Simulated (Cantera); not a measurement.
What does this Cantera script print?

```python
import numpy as np
import cantera as ct

gas_names = [...]  # 136 gases of nasa_gas.yaml made of C, H, N, O
cond_names = """
    C(gr) C6H6(L) C7H8(L) C8H18(L),n-octa H2O(s) H2O(L)
""".split()


# ... load() reads the species with a 1 bar reference pressure and builds the phases ...
atoms = {
    'C2H2': {'C': 2, 'H': 2},
    'CO2': {'C': 1, 'O': 2},
    'N2': {'N': 2},
    'H2O': {'H': 2, 'O': 1},
}
top_T = {'C(gr)': 4500}  # K; cautious upper limits of use, not melting points


# ... equilibrate(T, P, feed) seeds the gas with the atoms and calls Mixture.equilibrate('TP', solver="vcs", rtol=1e-11, max_steps=5000) ...
results = []
feed = {'C2H2': 1, 'CO2': 0.21, 'N2': 39, 'H2O': 0.64}  # mol
T = 1000  # K
P = 33  # Pa
mix = equilibrate(T, P, feed)
results.append((T, P, feed, dict(zip(mix.species_names, mix.species_moles))))
x = sorted(zip(gas.X, gas.species_names), reverse=True)
print(f"T = {T:g} K  P = {P:g} Pa  gas = {mix.phase_moles(0):.4g} mol")
print("   x: " + "  ".join(f"{s} {v:.3e}" for v, s in x if v > 0.0001))
print("   condensed (mol): " + ("  ".join(f"{mix.phase(i).name} {mix.phase_moles(i):.4g}"
      for i in range(1, mix.n_phases) if mix.phase_moles(i) > 1e-12) or "none"))
```

Result:

```
T = 1000 K  P = 33 Pa  gas = 41.7 mol
   x: N2 9.353e-01  H2 3.933e-02  CO 2.542e-02
   condensed (mol): C(gr) 1.15
```

Cantera equilibrium calculation (NASA polynomials, part measured and part estimated; ideal gas, pure solids and liquids).
